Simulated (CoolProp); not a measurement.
Computed with CoolProp (reference Helmholtz-energy equation of state, de Reuck 1993).

Q: For methanol, give the phase and the speed of sound (m/s), conductivity (mW/(m K)), Prandtl number, fugacity coefficient at 93.75 °C and 20.1 MPa; 202.25 °C and 20.1 MPa; 274.55 °C and 20.1 MPa.

A: 
- 93.75 °C and 20.1 MPa: liquid; speed of sound 1040, conductivity 197, Prandtl number 4.16, fugacity coefficient 0.0179
- 202.25 °C and 20.1 MPa: liquid; speed of sound 703, conductivity 176, Prandtl number 2.63, fugacity coefficient 0.195
- 274.55 °C and 20.1 MPa: supercritical; speed of sound 414, conductivity 162, Prandtl number 2.21, fugacity coefficient 0.448

Viscosity comes from a separate model (Xiang 2006). Thermal conductivity comes from a separate model (Sykioti 2013).
